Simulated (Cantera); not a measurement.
Mixture: CH4 : O2 : N2 = 1 : 3.64 : 13.7 (molar parts), at 0.810 bar, adiabatic and at constant volume. Ignition delay is the time to a rise of 400 K.

Model: GRI-Mech 3.0 (53 species, 325 reactions), integrated in Cantera.

What does this change do: O2 3.64 to 2.1 parts?


| quantity | before | after |
|---|---|---|
| delay at 1125 K | 0.121 s | 0.272 s |
| delay at 1325 K | 7.18 ms | 15.8 ms |
| delay at 1525 K | 0.872 ms | 1.59 ms |
| delay at 1725 K | 0.198 ms | 0.299 ms |
| apparent activation energy between 1625 and 1825 K | 160 kJ/mol | 170 kJ/mol |
